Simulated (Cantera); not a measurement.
Premixed flame

A freely propagating, adiabatic, planar premixed flame of 17.9 % CO, 8.61 % H2, 2.33 % CH4, 14.9 % O2, 56.2 % N2, unburnt at 475 K and 353 Torr; mixture-averaged transport, grid criteria slope 0.08 and curve 0.16, no radiation.

Computed with Cantera and GRI-Mech 3.0 (53 species, 325 reactions). Burning velocities carry a grid error of a few per cent, more on coarse grids.

```json
[
 {"z (mm)": "-2.49", "T (K)": "475", "u (m/s)": "2.31", "x CO": "0.179", "x H2": "0.0861", "x CH4": "0.0233", "x CH2O": "<1e-8", "x HCN": "<1e-8", "x H": "<1e-8"},
 {"z (mm)": "-1.66", "T (K)": "475", "u (m/s)": "2.31", "x CO": "0.179", "x H2": "0.0861", "x CH4": "0.0233", "x CH2O": "<1e-8", "x HCN": "<1e-8", "x H": "<1e-8"},
 {"z (mm)": "-1.24", "T (K)": "475", "u (m/s)": "2.31", "x CO": "0.179", "x H2": "0.0860", "x CH4": "0.0233", "x CH2O": "<1e-8", "x HCN": "<1e-8", "x H": "<1e-8"},
 {"z (mm)": "-0.829", "T (K)": "475", "u (m/s)": "2.31", "x CO": "0.180", "x H2": "0.0851", "x CH4": "0.0234", "x CH2O": "4.14e-8", "x HCN": "<1e-8", "x H": "9.58e-8"},
 {"z (mm)": "-0.414", "T (K)": "549", "u (m/s)": "2.65", "x CO": "0.179", "x H2": "0.0770", "x CH4": "0.0233", "x CH2O": "1.38e-5", "x HCN": "<1e-8", "x H": "0.000303"},
 {"z (mm)": "-0.207", "T (K)": "829", "u (m/s)": "3.98", "x CO": "0.176", "x H2": "0.0627", "x CH4": "0.0202", "x CH2O": "6.58e-5", "x HCN": "<1e-8", "x H": "0.00413"},
 {"z (mm)": "0", "T (K)": "1282", "u (m/s)": "6.15", "x CO": "0.170", "x H2": "0.0412", "x CH4": "0.00618", "x CH2O": "0.000219", "x HCN": "4.10e-8", "x H": "0.0154"},
 {"z (mm)": "0.207", "T (K)": "1512", "u (m/s)": "7.21", "x CO": "0.148", "x H2": "0.0225", "x CH4": "0.000229", "x CH2O": "1.88e-5", "x HCN": "4.66e-8", "x H": "0.0274"},
 {"z (mm)": "0.414", "T (K)": "1607", "u (m/s)": "7.60", "x CO": "0.126", "x H2": "0.0179", "x CH4": "3.75e-6", "x CH2O": "3.82e-7", "x HCN": "1.49e-8", "x H": "0.0323"},
 {"z (mm)": "0.829", "T (K)": "1720", "u (m/s)": "8.02", "x CO": "0.103", "x H2": "0.0189", "x CH4": "<1e-8", "x CH2O": "<1e-8", "x HCN": "<1e-8", "x H": "0.0329"},
 {"z (mm)": "1.66", "T (K)": "1840", "u (m/s)": "8.49", "x CO": "0.0943", "x H2": "0.0194", "x CH4": "<1e-8", "x CH2O": "<1e-8", "x HCN": "<1e-8", "x H": "0.0273"},
 {"z (mm)": "3.32", "T (K)": "1966", "u (m/s)": "9.00", "x CO": "0.0926", "x H2": "0.0180", "x CH4": "<1e-8", "x CH2O": "<1e-8", "x HCN": "<1e-8", "x H": "0.0194"},
 {"z (mm)": "6.63", "T (K)": "2095", "u (m/s)": "9.50", "x CO": "0.0892", "x H2": "0.0160", "x CH4": "<1e-8", "x CH2O": "<1e-8", "x HCN": "<1e-8", "x H": "0.0127"}
]
```
x: mole fraction of selected species; z is measured from the peak of heat release.

```json
{
  "laminar_burning_velocity": "231 cm/s",
  "thermal_thickness": "0.829 mm",
  "peak x(CH2O)": "0.000230",
  "peak x(HCN)": "5.87e-8",
  "peak x(H)": "0.0334",
  "grid_points": "181"
}
```
